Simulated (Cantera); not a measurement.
An adiabatic, constant-pressure homogeneous reactor starts with CH4 : O2 : N2 = 1 : 5.13 : 14.9 (molar parts), at 1050 K and 100000 Pa.

Cantera simulation using GRI-Mech 3.0 (53 species, 325 reactions); the numbers are that mechanism's predictions, not measurements.

**Question.** Predict: time of steepest temperature rise; temperature at 3.00 s; equilibrium temperature; x(O2) at 3.00 s; x(H2) at 3.00 s; x(CO) at 3.00 s.

**Answer.** 
- time of steepest temperature rise: 0.233 s
- temperature at 3.00 s: 2041 K
- equilibrium temperature: 2038 K
- x(O2) at 3.00 s: 0.145 (gas-phase equilibrium 0.145)
- x(H2) at 3.00 s: 9.67e-5 (gas-phase equilibrium 9.52e-5)
- x(CO) at 3.00 s: 0.000230 (gas-phase equilibrium 0.000226)
